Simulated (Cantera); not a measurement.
A Cantera script and its output.

```python
import numpy as np
import cantera as ct

gas = ct.Solution("gri30.yaml")
gas.TPX = 2123, 1333, {'NO': 1, 'N2': 0.97}
reactor = ct.IdealGasConstPressureReactor(gas, energy="off", clone=False)
net = ct.ReactorNet([reactor])
net.rtol, net.atol = 1e-08, 1e-18
show = ['NO', 'N2O', 'O2', 'N2', 'O']
times = np.geomspace(0.0009, 100, 11)

steps = ct.SolutionArray(gas, extra=["t"])
rows = []
print(f"{'t/s':>10s}{'T/K':>9s}{'P/Pa':>11s}" + "".join(f"{s:>11s}" for s in show))
for t in times:
    while net.time < t:
        t_next = net.step()
        steps.append(gas.state, t=t_next)
    rows.append([np.interp(t, steps.t, y) for y in (steps.T, steps.P, *steps(*show).X.T)])
    print(f"{t:10.3e}{rows[-1][0]:9.1f}{rows[-1][1]:11.4g}" + "".join(f"{x:11.3e}" for x in rows[-1][2:]))
rate = np.gradient(steps.T, steps.t)
print("integrator steps:", len(steps.t))
if steps.T.max() > steps.T[0] + 200:
    print(f"time of steepest temperature rise: {steps.t[rate.argmax()]:.4e} s")
gas.TPX = 2123, 1333, {'NO': 1, 'N2': 0.97}
gas.equilibrate("TP")
print(f"equilibrium (TP): T = {gas.T:.1f} K  " + "  ".join(f"{s} {gas[s].X[0]:.3e}" for s in show))
```

It prints:

```
       t/s      T/K       P/Pa         NO        N2O         O2         N2          O
 9.000e-04   2123.0       1333  5.076e-01  8.068e-06  6.873e-08  4.924e-01  8.570e-06
 2.876e-03   2123.0       1333  5.076e-01  2.406e-05  7.328e-07  4.924e-01  2.898e-05
 9.192e-03   2123.0       1333  5.074e-01  6.215e-05  8.450e-06  4.924e-01  1.061e-04
 2.937e-02   2123.0       1333  5.068e-01  1.085e-04  1.075e-04  4.926e-01  4.051e-04
 9.387e-02   2123.0       1333  5.036e-01  1.020e-04  1.211e-03  4.939e-01  1.190e-03
 3.000e-01   2123.0       1333  4.877e-01  8.017e-05  8.595e-03  5.015e-01  2.110e-03
 9.587e-01   2123.0       1333  4.224e-01  5.055e-05  4.049e-02  5.337e-01  3.284e-03
 3.064e+00   2123.0       1333  2.162e-01  1.027e-05  1.423e-01  6.360e-01  5.450e-03
 9.791e+00   2123.0       1333  3.014e-02  2.176e-07  2.344e-01  7.286e-01  6.855e-03
 3.129e+01   2123.0       1333  1.116e-02  6.928e-08  2.438e-01  7.380e-01  7.008e-03
 1.000e+02   2123.0       1333  1.103e-02  6.876e-08  2.439e-01  7.381e-01  7.009e-03
integrator steps: 1055
equilibrium (TP): T = 2123.0 K  NO 1.103e-02  N2O 6.876e-08  O2 2.439e-01  N2 7.381e-01  O 7.009e-03
```

Cantera simulation using GRI-Mech 3.0 (53 species, 325 reactions); the numbers are that mechanism's predictions, not measurements. Radical loss at walls, strong at low pressure, is not modelled.
